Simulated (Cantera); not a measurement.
A perfectly stirred reactor is fed with NO : N2 = 1 : 2.5 (molar parts), at 0.520 bar; it is held at 2073 K, and followed from long to short residence time.

Computed with Cantera and GRI-Mech 3.0 (53 species, 325 reactions).

What does this change do: NO 1 to 1.9 parts?


| quantity | before | after |
|---|---|---|
| x(NO) at τ = 1.50 s | 0.105 | 0.137 |
| x(N2O) at τ = 1.50 s | 5.04e-6 | 8.18e-6 |
| x(O2) at τ = 1.50 s | 0.0900 | 0.147 |
| x(N2) at τ = 1.50 s | 0.804 | 0.715 |
| x(O) at τ = 1.50 s | 0.000488 | 0.000622 |
| x(NO) at τ = 19.0 ms | 0.281 | 0.422 |
| x(N2O) at τ = 19.0 ms | 3.70e-5 | 8.22e-5 |
| x(O2) at τ = 19.0 ms | 0.00221 | 0.00480 |
| x(N2) at τ = 19.0 ms | 0.717 | 0.573 |
| x(O) at τ = 19.0 ms | 0.000144 | 0.000190 |
